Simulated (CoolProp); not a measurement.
Carbon monoxide at several states: fugacity coefficient from the reference equation and from simpler models built on Tc = -140.3 °C, pc = 3.498 MPa, ω = 0.050; each cubic takes its own stable root.

The numbers come from the reference Helmholtz-energy equation of state, Lemmon 2006 in CoolProp. It is a short technical equation, of lower accuracy than the large ones.

| T (°C) | p (MPa) | phase | reference |
|---|---|---|---|
| -110.75 | 2.14 | gas | 0.8925 |
| 209.75 | 0.042 | gas | 1.000 |
| 173.55 | 3.7 | supercritical | 1.012 |
| 120.65 | 0.442 | gas | 1.001 |
| -179.95 | 6.48 | liquid | 0.06029 |
| 106.75 | 11.9 | supercritical | 1.029 |

Q: How far does each simpler model (van der Waals, Redlich-Kwong, Peng-Robinson) lie from the reference over these 6 states: mean and median of the absolute difference, and the worst?

A: 
- van der Waals: mean 23.2 %, median 0.6 %, worst +133.4 % at -179.95 °C and 6.48 MPa
- Redlich-Kwong: mean 0.7 %, median 0.5 %, worst -1.9 % at 106.75 °C and 11.9 MPa
- Peng-Robinson: mean 1.1 %, median 0.9 %, worst -3.1 % at -179.95 °C and 6.48 MPa
